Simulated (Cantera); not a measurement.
An isothermal, constant-pressure homogeneous reactor starts with 1.11 % CO, 5.85 % O₂, 0.158 % H₂O, 92.9 % N₂, equivalence ratio 0.095, at 1250 K and 10.0 bar.

Computed with Cantera and GRI-Mech 3.0 (53 species, 325 reactions).

Predict: x(CO) at 1.00 s; x(O₂) at 1.00 s; x(H₂O) at 1.00 s; x(NO) at 1.00 s; x(NO₂) at 1.00 s.

x(CO) at 1.00 s: 2.51e-9 (gas-phase equilibrium 8.35e-10)
x(O₂) at 1.00 s: 0.0532 (gas-phase equilibrium 0.0532)
x(H₂O) at 1.00 s: 0.00159 (gas-phase equilibrium 0.00159)
x(NO) at 1.00 s: 4.36e-7 (gas-phase equilibrium 0.000155)
x(NO₂) at 1.00 s: 9.86e-9 (gas-phase equilibrium 3.31e-6)
